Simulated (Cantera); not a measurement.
A Cantera script and what it prints.

```python
import numpy as np
import cantera as ct

gas_names = """
    C CO CO2 C2 C2O C3 C3O2 C4 C5 Cu CuO Cu2 O O2 O3
""".split()
cond_names = """
    C(gr) Cu(cr) Cu(L) CuO(s) Cu2O(s) Cu2O(L)
""".split()


# ... load() reads the species with a 1 bar reference pressure and builds the phases ...
atoms = {
    'Cu': {'Cu': 1},
    'CO2': {'C': 1, 'O': 2},
    'CO': {'C': 1, 'O': 1},
}
top_T = {'C(gr)': 4500, 'CuO(s)': 1390}  # K; cautious upper limits of use, not melting points


# ... equilibrate(T, P, feed) seeds the gas with the atoms and calls Mixture.equilibrate('TP', solver="vcs", rtol=1e-11, max_steps=5000) ...
results = []
feed = {'Cu': 1, 'CO2': 0.36, 'CO': 0.65}  # mol
P = 850  # Pa
for T in [900, 1000, 1100, 1200, 1300, 1400, 1500, 1600, 1700, 1800, 1900]:
    mix = equilibrate(T, P, feed)
    results.append((T, P, feed, dict(zip(mix.species_names, mix.species_moles))))

top = {s: max(r[3][s] / sum(r[3][g] for g in gas_names) for r in results) for s in gas_names}
cols = sorted((s for s in top if top[s] > 1e-05), key=lambda s: -top[s])[:7]
seen = [c for c in cond_names if any(r[3].get(c, 0) > 1e-12 for r in results)]
print("log10 of partial pressures in bar; condensed amounts in mol")
print(f"{'T/K':>10s}" + "".join(f"{s[:9]:>10s}" for s in cols + seen))
for T, P, feed, n in results:
    ng = sum(n[g] for g in gas_names)
    print(f"{T:10.4g}" + "".join(f"{np.log10(max(n[s] / ng * P / 1e5, 1e-99)):10.3f}" for s in cols)
          + "".join(f"{n.get(c, 0):10.4g}" for c in seen))
```

Result:

```
log10 of partial pressures in bar; condensed amounts in mol
       T/K        CO       CO2        Cu       Cu2        O2         O    Cu(cr)     Cu(L)
       900    -2.262    -2.519   -12.744   -19.328   -24.227   -23.382         1         0
      1000    -2.262    -2.519   -10.807   -16.570   -20.944   -20.276         1         0
      1100    -2.262    -2.519    -9.225   -14.322   -18.262   -17.734         1         0
      1200    -2.262    -2.519    -7.911   -12.458   -16.030   -15.616         1         0
      1300    -2.262    -2.519    -6.802   -10.888   -14.144   -13.824         1         0
      1400    -2.262    -2.519    -5.870    -9.580   -12.530   -12.289         0    0.9998
      1500    -2.262    -2.519    -5.085    -8.492   -11.134   -10.959         0     0.999
      1600    -2.264    -2.521    -4.401    -7.546    -9.914    -9.796         0    0.9952
      1700    -2.270    -2.527    -3.799    -6.716    -8.840    -8.770         0    0.9807
      1800    -2.291    -2.547    -3.266    -5.984    -7.887    -7.858         0     0.931
      1900    -2.354    -2.611    -2.792    -5.332    -7.035    -7.043         0    0.7614
```

These are equilibrium values from Cantera (NASA tables, ideal gas, pure condensed phases), not measurements of a reactor.
